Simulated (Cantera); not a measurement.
# Si2H6 + Cl2 + N2 (silicon epitaxy and polysilicon growth)

A closed system holds: 1 mol Si2H6, 0.14 mol Cl2, 11 mol N2, held at 1498.15 K and 10.0 mbar.

Cantera equilibrium calculation (NASA polynomials, part measured and part estimated; ideal gas, pure solids and liquids). Candidate condensed phases: NH4Cl, Si, Si3N4; 28 gas species. The feed counts by its element totals alone. N2 is the only nitrogen source here; it is nearly inert below about 1500 K, so the nitride shown seldom forms there in practice. Rates play no part.

The x(N2) is 0.755, the x(H2) is 0.223 and the x(HCl) is 0.0214. The x(SiCl2) is 0.000218 and the x(H) is 8.14e-5. The x(Cl) comes out as 6.29e-6. The x(SiCl3) comes out as 2.49e-6 and the n(Si3N4(s)) is 0.666 mol. The gas amount is 12.81 mol and the log10 activity of Si(s) (absent) comes out as -1.48.
